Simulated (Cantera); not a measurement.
What does this Cantera script print?

```python
import numpy as np
import cantera as ct

gas = ct.Solution("gri30.yaml")


def delay(T, t_max=10):
    gas.TPX = T, 500000, {'CH4': 1, 'H2': 0.2, 'O2': 5.12, 'N2': 19.3}
    reactor = ct.IdealGasConstPressureReactor(gas, clone=False)
    net = ct.ReactorNet([reactor])
    net.rtol, net.atol = 1e-8, 1e-16
    while net.time < t_max:
        t_old, T_old = net.time, reactor.T
        net.step()
        if reactor.T > T + 400:  # ignition: a rise of 400 K
            return t_old + (T + 400 - T_old) / (reactor.T - T_old) * (net.time - t_old)
    return np.nan


taus = []
for T in [850, 950, 1050, 1150, 1250, 1350, 1450, 1550, 1650]:
    taus.append(delay(T))
    print(f"T0 = {T:6g} K   tau = {taus[-1]:.4e} s")
```

It prints:

```
T0 =    850 K   tau = 1.8597e+00 s
T0 =    950 K   tau = 1.0474e-01 s
T0 =   1050 K   tau = 1.0268e-02 s
T0 =   1150 K   tau = 2.3883e-03 s
T0 =   1250 K   tau = 8.8245e-04 s
T0 =   1350 K   tau = 3.6878e-04 s
T0 =   1450 K   tau = 1.6538e-04 s
T0 =   1550 K   tau = 8.0216e-05 s
T0 =   1650 K   tau = 4.2154e-05 s
```

Computed with Cantera and GRI-Mech 3.0 (53 species, 325 reactions). Below about 1000 K GRI-Mech 3.0 lacks low-temperature oxidation paths. Below about 950 K walls govern HO2 and H2O2 in real vessels.
